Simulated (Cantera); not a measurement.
# Adiabatic ignition

An adiabatic, constant-pressure homogeneous reactor starts with 14.5 % CH₄, 1.35 % C₂H₆, 17.6 % O₂, 66.5 % N₂, equivalence ratio 1.9, at 1375 K and 0.590 bar.

Cantera simulation using GRI-Mech 3.0 (53 species, 325 reactions); the numbers are that mechanism's predictions, not measurements.

```
t (s)     T (K)     x CH₄    x C₂H₆     x O₂     x CH₃      x H    x CH₂O
--------  -----  --------  --------  -------  --------  -------  --------
3.00e-6    1375     0.145    0.0135    0.176   4.44e-6  4.05e-9   1.08e-8
6.68e-6    1375     0.145    0.0134    0.176   9.86e-6  9.91e-9   5.52e-8
1.49e-5    1375     0.145    0.0134    0.176   2.18e-5  2.64e-8   2.81e-7
3.32e-5    1375     0.145    0.0134    0.176   4.80e-5  7.11e-8   1.49e-6
7.39e-5    1375     0.145    0.0134    0.176  0.000103  2.20e-7   9.27e-6
0.000165   1374     0.145    0.0133    0.176  0.000203  7.24e-7   6.87e-5
0.000367   1376     0.144    0.0129    0.176  0.000304  1.52e-6  0.000387
0.000818   1385     0.141    0.0118    0.173  0.000388  3.09e-6   0.00148
0.00182    1879    0.0506  0.000838   0.0796   0.00772  0.00103   0.00198
0.00406    2458  6.23e-12    <1e-12  2.56e-5  7.02e-12  0.00885   4.46e-9
0.00904    2450  3.79e-12    <1e-12  3.21e-5  4.78e-12  0.00991   4.26e-9
0.0201     2450  3.76e-12    <1e-12  3.23e-5  4.75e-12  0.00994   4.25e-9
0.0449     2450  3.75e-12    <1e-12  3.24e-5  4.74e-12  0.00994   4.25e-9
0.100      2450  3.75e-12    <1e-12  3.24e-5  4.74e-12  0.00994   4.25e-9
```
x: mole fraction; the columns are a selection and need not sum to one.

| Quantity | Value |
|---|---|
| time of steepest temperature rise | 1.85 ms |
| temperature at 0.100 s | 2450 K |
| equilibrium temperature | 2450 K |
| x(CH₄) at 0.100 s | 3.75e-12 (gas-phase equilibrium 4.22e-12) |
| x(C₂H₆) at 0.100 s | <1e-12 (gas-phase equilibrium <1e-12) |
| x(O₂) at 0.100 s | 3.24e-5 (gas-phase equilibrium 3.24e-5) |
